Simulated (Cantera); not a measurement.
A Cantera script and what it prints.

```python
import numpy as np
import cantera as ct

gas_names = """
    C CH CH2 CH3 CH2OH CH3O CH4 CH3OH CN CO CO2 COOH C2 C2H CHCO,ketyl C2H2,acetylene C2H2,vinylidene
    CH2CO,ketene C2H3,vinyl CH3CN CH3CO,acetyl C2H4 C2H4O,ethylen CH3CHO,ethanal CH3COOH (HCOOH)2 C2H5
    C2H6 CH3OCH3 C2H5OH CCN CNC C2N2 C2O C3 C3H3,propargyl C3H4,allene C3H4,propyne C3H4,cyclo-
    C3H5,allyl C3H6,propylene C3H6,cyclo- C3H6O C3H7,n-propyl C3H7,i-propyl C3H8 C3H8O,1propanol
    C3H8O,2propanol C3O2 C4 C4H2 C4H4,1,3-cyclo- C4H6,butadiene C4H6,2-butyne C4H6,cyclo- C4H8,1-butene
    C4H8,cis2-buten C4H8,tr2-butene C4H8,isobutene C4H8,cyclo- (CH3COOH)2 C4H9,n-butyl C4H9,i-butyl
    C4H9,s-butyl C4H9,t-butyl C4H10,isobutane C4H10,n-butane C4N2 C5 C5H6,1,3cyclo- C5H8,cyclo-
    C5H10,1-pentene C5H10,cyclo- C5H11,pentyl C5H11,t-pentyl C5H12,n-pentane C5H12,i-pentane
    CH3C(CH3)2CH3 C6H2 C6H5,phenyl C6H5O,phenoxy C6H6 C6H5OH,phenol C6H10,cyclo- C6H12,1-hexene
    C6H12,cyclo- C6H13,n-hexyl C7H7,benzyl C7H8 C7H8O,cresol C7H14,1-heptene C7H15,n-heptyl
    C7H16,n-heptane C8H8,styrene C8H10,ethylbenz C8H16,1-octene C8H17,n-octyl C8H18,isooctane
    C8H18,n-octane C9H19,n-nonyl C10H8,naphthale C10H21,n-decyl C12H9,o-bipheny C12H10,bipheny H HCN HCO
    HCCN HNC HNCO HNO HNO2 HNO3 HO2 H2 HCHO,formaldehy HCOOH H2O H2O2 N NCO NH NH2 NH3 NH2OH NO NO2 NO3
    N2 N2H2 N2H4 N2O O OH O2 O3
""".split()
cond_names = """
    C(gr) C6H6(L) C7H8(L) C8H18(L),n-octa H2O(s) H2O(L)
""".split()


def load(file, names, dense=False):
    # The tables refer to 1 bar. Condensed volumes are neglected.
    table = {s.name: s for s in ct.Species.list_from_file(file)}
    out = []
    for n in names:
        d = dict(table[n].input_data)
        d["thermo"] = dict(d["thermo"], **{"reference-pressure": 1e5})
        if dense:
            d["equation-of-state"] = {"model": "constant-volume", "density": "1e6 g/cm^3"}
        out.append(ct.Species.from_dict(d))
    return out


gas = ct.Solution(thermo="ideal-gas", species=load("nasa_gas.yaml", gas_names))
cond = {s.name: ct.Solution(thermo="fixed-stoichiometry", species=[s], name=s.name)
        for s in load("nasa_condensed.yaml", cond_names, dense=True)}
atoms = {
    'C6H6': {'C': 6, 'H': 6},
    'CO2': {'C': 1, 'O': 2},
    'NH3': {'N': 1, 'H': 3},
}
top_T = {'C(gr)': 4500}  # K; cautious upper limits of use, not melting points


def equilibrate(T, P, feed):
    n = {}
    for name, mol in feed.items():
        for a, k in atoms[name].items():
            n[a] = n.get(a, 0.0) + k * mol
    gas.TPX = T, P, n
    mass = sum(n.values()) * gas.mean_molecular_weight
    gas.equilibrate("TP")
    valid = [c for c in cond.values() if c.min_temp <= T <= top_T.get(c.name, c.max_temp)]
    mix = ct.Mixture([(gas, mass / gas.mean_molecular_weight)] + [(c, 0.0) for c in valid])
    mix.T, mix.P = T, P
    mix.equilibrate("TP", solver="vcs", rtol=1e-11, max_steps=5000)
    return mix


results = []
feed = {'C6H6': 1, 'CO2': 0.04, 'NH3': 0.028}  # mol
P = 1333.22  # Pa
for T in [575, 675, 775, 875, 975, 1075, 1175, 1275, 1375, 1475, 1575, 1675, 1775]:
    mix = equilibrate(T, P, feed)
    results.append((T, P, feed, dict(zip(mix.species_names, mix.species_moles))))

top = {s: max(r[3][s] / sum(r[3][g] for g in gas_names) for r in results) for s in gas_names}
cols = sorted((s for s in top if top[s] > 0.001), key=lambda s: -top[s])[:5]
seen = [c for c in cond_names if any(r[3].get(c, 0) > 1e-12 for r in results)]
print("log10 of partial pressures in bar; condensed amounts in mol")
print(f"{'T/K':>10s}" + "".join(f"{s[:9]:>10s}" for s in cols + seen))
for T, P, feed, n in results:
    ng = sum(n[g] for g in gas_names)
    print(f"{T:10.4g}" + "".join(f"{np.log10(max(n[s] / ng * P / 1e5, 1e-99)):10.3f}" for s in cols)
          + "".join(f"{n.get(c, 0):10.4g}" for c in seen))
```

Output:

```
log10 of partial pressures in bar; condensed amounts in mol
       T/K        H2       CH4       H2O        CO        N2     C(gr)
       575    -2.228    -2.168    -3.287    -5.878    -4.036     5.007
       675    -1.955    -2.746    -3.466    -4.516    -4.161     5.668
       775    -1.899    -3.488    -3.920    -3.675    -4.211     5.916
       875    -1.891    -4.142    -4.771    -3.490    -4.222     5.947
       975    -1.889    -4.679    -5.581    -3.471    -4.225     5.956
      1075    -1.889    -5.123    -6.256    -3.469    -4.225     5.958
      1175    -1.888    -5.495    -6.817    -3.468    -4.225     5.959
      1275    -1.888    -5.810    -7.290    -3.468    -4.226      5.96
      1375    -1.888    -6.080    -7.694    -3.468    -4.227      5.96
      1475    -1.888    -6.313    -8.042    -3.468    -4.228      5.96
      1575    -1.889    -6.517    -8.346    -3.468    -4.231     5.959
      1675    -1.889    -6.697    -8.612    -3.469    -4.236     5.959
      1775    -1.890    -6.856    -8.849    -3.469    -4.244     5.958
```

Cantera equilibrium calculation (NASA polynomials, part measured and part estimated; ideal gas, pure solids and liquids).
